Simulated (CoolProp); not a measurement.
A single-stage vapour-compression cycle with the fluid: evaporating at 199.15 K (dew point), condensing at 240.15 K (bubble point), superheat 10 K, subcooling 5 K, compressor efficiency 0.9, no pressure losses. The same conditions are run with several fluids, on thermodynamics alone (safety and materials aside).

Values from CoolProp's reference Helmholtz-energy equation of state of each fluid (hydrogen chloride: Thol 2018; nitrous oxide: Lemmon 2006; carbonyl sulfide: Lemmon 2006; hydrogen sulfide: Lemmon 2006; C3F8 (R218): Lemmon 2006; ethylene: Smukala 2000).

Task: Rank hydrogen chloride, nitrous oxide, carbonyl sulfide, hydrogen sulfide, C3F8 (R218), ethylene by cooling COP, highest first.

Result: C3F8 (R218) (3.73), carbonyl sulfide (3.65), hydrogen sulfide (3.55), nitrous oxide (3.51), hydrogen chloride (3.45), ethylene (3.42)

```tsv
fluid	pressure ratio	discharge temperature (K)	refrigerating effect (kJ/kg)	volumetric capacity (kJ/m³)
hydrogen chloride	5.37	349.7	379	1500
nitrous oxide	5.33	318.2	301	1780
carbonyl sulfide	7.30	330.4	288	290
hydrogen sulfide	7.09	352.7	500	475
C3F8 (R218)	9.33	248.1	90.3	127
ethylene	4.05	294.9	352	2710
```
